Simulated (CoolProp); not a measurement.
Properties of ethylene along the isotherm 286.5 K (Tc = 282.4 K, pc = 5.042 MPa, ω = 0.087).

Model: reference Helmholtz-energy equation of state, Smukala 2000, in CoolProp.

```json
[
 {"p (MPa)": "0.00797", "phase": "gas", "speed of sound (m/s)": "325.5", "Joule-Thomson coefficient (K/MPa)": "11.20"},
 {"p (MPa)": "0.0124", "phase": "gas", "speed of sound (m/s)": "325.4", "Joule-Thomson coefficient (K/MPa)": "11.20"},
 {"p (MPa)": "0.0193", "phase": "gas", "speed of sound (m/s)": "325.4", "Joule-Thomson coefficient (K/MPa)": "11.21"},
 {"p (MPa)": "0.0301", "phase": "gas", "speed of sound (m/s)": "325.2", "Joule-Thomson coefficient (K/MPa)": "11.21"},
 {"p (MPa)": "0.0469", "phase": "gas", "speed of sound (m/s)": "325.0", "Joule-Thomson coefficient (K/MPa)": "11.22"},
 {"p (MPa)": "0.073", "phase": "gas", "speed of sound (m/s)": "324.7", "Joule-Thomson coefficient (K/MPa)": "11.23"},
 {"p (MPa)": "0.114", "phase": "gas", "speed of sound (m/s)": "324.1", "Joule-Thomson coefficient (K/MPa)": "11.24"},
 {"p (MPa)": "0.177", "phase": "gas", "speed of sound (m/s)": "323.3", "Joule-Thomson coefficient (K/MPa)": "11.27"},
 {"p (MPa)": "0.275", "phase": "gas", "speed of sound (m/s)": "322.0", "Joule-Thomson coefficient (K/MPa)": "11.31"},
 {"p (MPa)": "0.429", "phase": "gas", "speed of sound (m/s)": "319.9", "Joule-Thomson coefficient (K/MPa)": "11.37"},
 {"p (MPa)": "0.668", "phase": "gas", "speed of sound (m/s)": "316.7", "Joule-Thomson coefficient (K/MPa)": "11.47"},
 {"p (MPa)": "1.04", "phase": "gas", "speed of sound (m/s)": "311.5", "Joule-Thomson coefficient (K/MPa)": "11.62"},
 {"p (MPa)": "1.62", "phase": "gas", "speed of sound (m/s)": "302.9", "Joule-Thomson coefficient (K/MPa)": "11.87"},
 {"p (MPa)": "2.52", "phase": "gas", "speed of sound (m/s)": "288.6", "Joule-Thomson coefficient (K/MPa)": "12.27"}
]
```
